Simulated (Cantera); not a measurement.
Equilibrium for silicon nitride deposition: trisilylamine + N2

Feed: 1 mol trisilylamine, 18 mol N2.

Cantera equilibrium calculation (NASA polynomials, part measured and part estimated; ideal gas, pure solids and liquids). Candidate condensed phases: Si, Si3N4; 18 gas species. The feed counts by its element totals alone. Kinetics and transport are ignored.

Stable condensed phases:

```
T in K \ P in Pa
              5     15     45    140    410   1200   3700  11000  33000 100000
   1950       A      A      B      B      B      B      B      C      C      C
   1800       B      B      B      B      B      C      C      C      C      C
   1650       B      B      B      C      C      C      C      C      C      C
   1500       B      C      C      C      C      C      C      C      C      C
   1350       C      C      C      C      C      C      C      C      C      C
   1200       C      C      C      C      C      C      C      C      C      C
   1050       C      C      C      C      C      C      C      C      C      C
    900       C      C      C      C      C      C      C      C      C      C
    750       C      C      C      C      C      C      C      C      C      C
```

A: gas only; B: Si; C: Si3N4.
